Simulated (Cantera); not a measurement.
Standard-state values (1 bar) from the NASA 1993 polynomials, evaluated with Cantera. Values are per mole of reaction as written; species without (g) are pure solids or liquids, kept so even where they would boil at 1 bar.

2 SF4(g) = S2(g) + 8 F(g)

```
T (K)  ΔH° (kJ)  ΔS° (J/K)  ΔG° (kJ)  log10 K
-----  --------  ---------  --------  -------
548      2299.0      922.6    1793.5  -170.95
623           ?          ?         ?        ?
698           ?          ?         ?        ?
773           ?          ?         ?        ?
848      2302.0      927.2    1515.8   -93.37
```

### Question
Some entries are withheld; supply them.

### Answer

- 623, ΔH° (kJ): 2300.3
- 623, ΔS° (J/K): 924.7
- 623, ΔG° (kJ): 1724.2
- 623, log10 K: -144.56
- 698, ΔH° (kJ): 2301.1
- 698, ΔS° (J/K): 926.0
- 698, ΔG° (kJ): 1654.8
- 698, log10 K: -123.83
- 773, ΔH° (kJ): 2301.7
- 773, ΔS° (J/K): 926.7
- 773, ΔG° (kJ): 1585.3
- 773, log10 K: -107.12
